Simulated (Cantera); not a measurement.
Charge: 1 mol HBr, 0.35 mol O2, 0.22 mol H2O, held at 42.8 Torr.

Method: chemical equilibrium by Gibbs-energy minimisation in Cantera with the NASA 1993 tables (ideal gas, pure condensed phases). Candidate condensed phases: Br2, H2O; 25 gas species. Ions and electrons are included (thermal ionisation). Equilibrium is a limit: real reactors are often held back by kinetics, nucleation or transport.

x: gas mole fraction; nothing condenses.

```csv
T (K),x H,x Br,x O,x H2O,x OH,x H2,x O2,x HBr
3000,0.178,0.392,0.111,0.0903,0.0738,0.0722,0.0551,0.0272
3500,___,0.315,___,___,___,___,___,___
4000,0.420,0.300,0.269,___,___,___,___,___
4500,0.427,0.298,0.273,2.94e-6,0.00101,0.000868,0.000343,0.000261
5000,0.428,0.298,0.274,2.19e-7,0.000301,0.000252,8.70e-5,9.02e-5
```

**Question.** Complete the blanks.

**Answer.** 
- 3500, x H: 0.377
- 3500, x O: 0.239
- 3500, x H2O: 0.00337
- 3500, x OH: 0.0252
- 3500, x H2: 0.0232
- 3500, x O2: 0.0134
- 3500, x HBr: 0.00493
- 4000, x H2O: 7.26e-5
- 4000, x OH: 0.00450
- 4000, x H2: 0.00396
- 4000, x O2: 0.00186
- 4000, x HBr: 0.000969
